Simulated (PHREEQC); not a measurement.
Model water analysis in mmol/kgw, 70 °C, pH 5.66, pe 9.9:

```
constituent                mmol/kgw
-------------------------  --------
Na                             0.33
K                          0.000809
Ca                            0.114
Mg                            0.112
Cl                            0.276
S(6)                          0.111
Alkalinity (meq/kgw)          0.252
Zn                           0.0159
O(0) (counted as O atoms)   0.00125
```

Valence states are taken as typed.

Model: ion-association model, phreeqc.dat, run in PHREEQC.

No solid was allowed to form.

Question: Order these Zn species by the share of Zn that they hold, largest first: ZnCl+, ZnHCO3+, ZnSO4, ZnOH+, Zn+2.

Answer: Zn+2 (94 %), ZnHCO3+ (2.5 %), ZnSO4 (2.2 %), ZnOH+ (0.81 %), ZnCl+ (0.33 %)

The pH is 5.66 and the ionic strength 0.00110 mol/kgw. Species that the database lacks are ignored. At this temperature some constants are extrapolated from 25 °C, and those without enthalpy data are left unchanged.
